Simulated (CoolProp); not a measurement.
Vapour-liquid equilibrium of methane (1) + ethane (2) at 0.0894 MPa; x and y are mole fractions of (1).

Model: multi-fluid Helmholtz-energy mixture model, Setzmann 1991 and Bücker 2006; pair parameters Kunz 2012, in CoolProp.

| x | bubble temperature (°C) | y at the bubble point | dew temperature at overall composition x (°C) | liquid density (mol/L) |
|---|---|---|---|---|
| 0.05 | -118.7 | 0.846 | -91.8 | 19.50 |
| 0.15 | -139.5 | 0.980 | -93.8 | 20.79 |
| 0.25 | -147.4 | 0.993 | -95.9 | 21.63 |
| 0.35 | -151.9 | 0.997 | -98.3 | 22.34 |
| 0.45 | -154.8 | 0.998 | -101.0 | 23.02 |
| 0.55 | -156.9 | 0.999 | -104.1 | 23.67 |
| 0.65 | -158.6 | 0.999 | -107.8 | 24.31 |
| 0.75 | -159.9 | 0.999 | -112.5 | 24.94 |
| 0.85 | -161.2 | 1.000 | -119.0 | 25.56 |
| 0.95 | -162.4 | 1.000 | -131.0 | 26.17 |

No azeotrope shows between x = 0.05 and 0.95.

Pair parameters are fitted to limited data, so mixtures are less certain than the pure fluids.
